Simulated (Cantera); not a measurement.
Cantera run:

```python
import numpy as np
import cantera as ct

gas_names = """
    H2 CrO3 H2O
""".split()
cond_names = """
    Cr(cr) Cr(L)
""".split()


# ... load() reads the species with a 1 bar reference pressure and builds the phases ...
species = {s.name: s for s in load("nasa_gas.yaml", gas_names) + load("nasa_condensed.yaml", cond_names)}
# Each term lists the table entries of one substance; the one whose range holds T is used.
reactions = {
    '3 H2(g) + CrO3(g) = 3 H2O(g) + Cr':
        [(-3, ['H2']), (-1, ['CrO3']), (3, ['H2O']), (1, ['Cr(cr)', 'Cr(L)'])],
}


def pick(names, T):
    return next(species[n] for n in names if species[n].thermo.min_temp <= T <= species[n].thermo.max_temp)


results = []
for label, terms in reactions.items():
    print(label)
    print("     T/K   dH/kJ  dS/(J/K)   dG/kJ   log10 K")
    for T in [723, 923, 1123, 1323, 1523, 1723, 1923, 2123, 2323, 2523, 2723]:
        used = [(nu, pick(names, T)) for nu, names in terms]
        dH = sum(nu * s.thermo.h(T) for nu, s in used) / 1e6
        dS = sum(nu * s.thermo.s(T) for nu, s in used) / 1e3
        dG = dH - T * dS / 1e3
        logK = -dG * 1e6 / (ct.gas_constant * T * np.log(10))
        results.append((label, T, dH, dS, dG, logK, [s.name for _, s in used]))
        print(f"{T:8g} {dH:8.1f} {dS:8.1f} {dG:8.1f} {logK:8.2f}")
```

Output:

```
3 H2(g) + CrO3(g) = 3 H2O(g) + Cr
     T/K   dH/kJ  dS/(J/K)   dG/kJ   log10 K
     723   -442.4    -88.5   -378.5    27.34
     923   -446.3    -93.2   -360.3    20.39
    1123   -448.8    -95.7   -341.3    15.88
    1323   -449.9    -96.6   -322.1    12.72
    1523   -449.4    -96.3   -302.8    10.38
    1723   -447.5    -95.1   -283.6     8.60
    1923   -444.2    -93.3   -264.8     7.19
    2123   -439.6    -91.0   -246.3     6.06
    2323   -416.6    -80.3   -230.1     5.17
    2523   -413.9    -79.2   -214.1     4.43
    2723   -411.0    -78.1   -198.4     3.81
```

Cantera with NASA thermochemical tables; ideal gases at 1 bar, condensed phases pure. Condensed species are held in their standard states even where they would react or evaporate.
